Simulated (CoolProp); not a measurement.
Vapour-liquid equilibrium of chloromethane (R40) (1) + isobutene (2) at 28.15 °C; x and y are mole fractions of (1).

Computed with CoolProp (multi-fluid Helmholtz-energy mixture model, Thol 2014 and Lemmon 2005; pair parameters Bell 2016).

Question: Give the bubble pressure and the first vapour's composition at x = 0.05, 0.35, 0.95. Is there an azeotrope?

Answer: x = 0.05: 0.3569 MPa, y = 0.101; x = 0.35: 0.4637 MPa, y = 0.497; x = 0.95: 0.6204 MPa, y = 0.966. No azeotrope shows between x = 0.05 and 0.95.

Pair parameters are fitted to limited data, so mixtures are less certain than the pure fluids.
